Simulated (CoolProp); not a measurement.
A single-stage vapour-compression cycle with R115: evaporating at 216.15 K (dew point), condensing at 263.15 K (bubble point), superheat 2 K, subcooling 5 K, compressor efficiency 0.9, no pressure losses. Each further row changes one setting.

Values from CoolProp's reference Helmholtz-energy equation of state, Lemmon 2016.

```tsv
case	cooling COP	pressure ratio	discharge temperature (K)	refrigerating effect (kJ/kg)	volumetric capacity (kJ/m³)
as stated	…	7.49	266.9	93.4	345
evaporating temperature 221.15 K	…	…	…	…	453
condensing temperature 258.15 K	3.94	6.29	262.2	98.3	363
subcooling 10 K	3.59	7.49	266.9	98.3	363
superheat 12 K	…	7.49	…	99.6	…
compressor efficiency 0.8	3.03	7.49	271.6	93.4	345
```

Problem. Complete the blanks.

Solution. 
- as stated, cooling COP: 3.41
- evaporating temperature 221.15 K, cooling COP: 4.01
- evaporating temperature 221.15 K, pressure ratio: 5.77
- evaporating temperature 221.15 K, discharge temperature (K): 266.0
- evaporating temperature 221.15 K, refrigerating effect (kJ/kg): 96.2
- superheat 12 K, cooling COP: 3.46
- superheat 12 K, discharge temperature (K): 277.3
- superheat 12 K, volumetric capacity (kJ/m³): 350
